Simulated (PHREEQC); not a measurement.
**Nickel, zinc or cadmium bath: an equilibrium model**

Dissolve 0.14 mol NiSO4 and 7.38e-05 mol Na2SO4 per kg of water at 20 °C. Closed to the air; pH follows from the charge balance.

Computed with PHREEQC (ion-association model, wateq4f.dat).

```yaml
pH: 6.03
ionic_strength: 0.287 mol/kgw
```

```tsv
species	molality	activity	log γ
Ni+2	0.0717	0.0211	-0.532
SO4-2	0.0716	0.0185	-0.589
NiSO4	0.0680	0.0726	0.029
Ni(SO4)2-2	0.000256	7.52e-5	-0.532
Na+	0.000135	9.86e-5	-0.138
NaSO4-	1.22e-5	8.83e-6	-0.139
NiOH+	2.93e-6	2.16e-6	-0.133
HSO4-	2.15e-6	1.52e-6	-0.151
H+	1.20e-6	9.41e-7	-0.105
OH-	1.06e-8	7.19e-9	-0.168
Ni(OH)2	2.22e-9	2.37e-9	0.029
```

Precipitation was switched off in this run. Species that the database lacks are ignored.
